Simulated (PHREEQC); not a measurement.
A PHREEQC input (ion-association model, phreeqc.dat):

```
SOLUTION 1
  temp 25
  units mg/L
  pH 7.36
  pe 8.5
  Na 246
  K 44.6
  Ca 191
  Mg 45.3
  Cl 172
  S(6) 307 as SO4
  Alkalinity 824 as HCO3
  F 0.257
END
USE solution 3
EQUILIBRIUM_PHASES 1
  Quartz 0 0.5
  Fluorite 0 0
  CO2(g) -2 10
END
```

It stops with these messages:

```
ERROR: Solution 3 not found.
```

The fault: USE names a solution that was never defined. The line should read `USE solution 1` where the input has `USE solution 3`. With the mend the run ends at pH 7.85 and ionic strength 0.0305 mol/kgw.
